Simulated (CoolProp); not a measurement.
Methane at 293.15 K and 8.93 MPa flows at 0.16 m/s in a round tube of 10 mm bore and 15 µm roughness, fully developed (64/Re and Nu = 3.66 if laminar; Colebrook and Gnielinski if turbulent). Each further row changes one setting.

Model: reference Helmholtz-energy equation of state, Setzmann 1991, in CoolProp.

| case | Reynolds number | Darcy friction factor | pressure drop (Pa/m) | heat-transfer coefficient (W/(m² K)) | mass flow (kg/h) |
|---|---|---|---|---|---|
| as stated | 8290 | 0.0345 | 3.04 | (withheld) | 3.12 |
| velocity 0.32 m/s | 16600 | 0.0299 | (withheld) | 239 | (withheld) |
| diameter 20 mm | 16600 | (withheld) | (withheld) | (withheld) | (withheld) |

### Question
What belongs in the gaps?

### Answer

- as stated, heat-transfer coefficient (W/(m² K)): 129
- velocity 0.32 m/s, pressure drop (Pa/m): 10.5
- velocity 0.32 m/s, mass flow (kg/h): 6.23
- diameter 20 mm, Darcy friction factor: 0.0285
- diameter 20 mm, pressure drop (Pa/m): 1.26
- diameter 20 mm, heat-transfer coefficient (W/(m² K)): 114
- diameter 20 mm, mass flow (kg/h): 12.5

Viscosity comes from a separate model (Quiñones-Cisneros 2006). Thermal conductivity comes from a separate model (Friend 1989).
